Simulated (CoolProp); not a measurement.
Vapour-liquid equilibrium of hydrogen sulfide (1) + n-butane (2) at 5.95 °C; x and y are mole fractions of (1).

The numbers come from the multi-fluid Helmholtz-energy mixture model, Lemmon 2006 and Bücker 2006; pair parameters Kunz 2012 in CoolProp.

```json
[
 {"x": "0.05", "bubble pressure, mixture model (MPa)": "0.2378", "bubble pressure, Raoult's law (MPa)": "0.1834", "y, mixture model": "0.467", "y, Raoult's law": "0.334"},
 {"x": "0.15", "bubble pressure, mixture model (MPa)": "0.4294", "bubble pressure, Raoult's law (MPa)": "0.2930", "y, mixture model": "0.719", "y, Raoult's law": "0.627"},
 {"x": "0.25", "bubble pressure, mixture model (MPa)": "0.5853", "bubble pressure, Raoult's law (MPa)": "0.4026", "y, mixture model": "0.806", "y, Raoult's law": "0.760"},
 {"x": "0.35", "bubble pressure, mixture model (MPa)": "0.7105", "bubble pressure, Raoult's law (MPa)": "0.5122", "y, mixture model": "0.850", "y, Raoult's law": "0.837"},
 {"x": "0.45", "bubble pressure, mixture model (MPa)": "0.8120", "bubble pressure, Raoult's law (MPa)": "0.6218", "y, mixture model": "0.879", "y, Raoult's law": "0.886"},
 {"x": "0.55", "bubble pressure, mixture model (MPa)": "0.8971", "bubble pressure, Raoult's law (MPa)": "0.7314", "y, mixture model": "0.900", "y, Raoult's law": "0.921"},
 {"x": "0.65", "bubble pressure, mixture model (MPa)": "0.9718", "bubble pressure, Raoult's law (MPa)": "0.8410", "y, mixture model": "0.918", "y, Raoult's law": "0.946"},
 {"x": "0.75", "bubble pressure, mixture model (MPa)": "1.041", "bubble pressure, Raoult's law (MPa)": "0.9506", "y, mixture model": "0.935", "y, Raoult's law": "0.966"},
 {"x": "0.85", "bubble pressure, mixture model (MPa)": "1.110", "bubble pressure, Raoult's law (MPa)": "1.060", "y, mixture model": "0.955", "y, Raoult's law": "0.982"},
 {"x": "0.95", "bubble pressure, mixture model (MPa)": "1.184", "bubble pressure, Raoult's law (MPa)": "1.170", "y, mixture model": "0.982", "y, Raoult's law": "0.995"}
]
```

The largest gap from Raoult's law is +46.6 % in bubble pressure, at x = 0.15. No azeotrope shows between x = 0.05 and 0.95.

Pair parameters are fitted to limited data, so mixtures are less certain than the pure fluids.
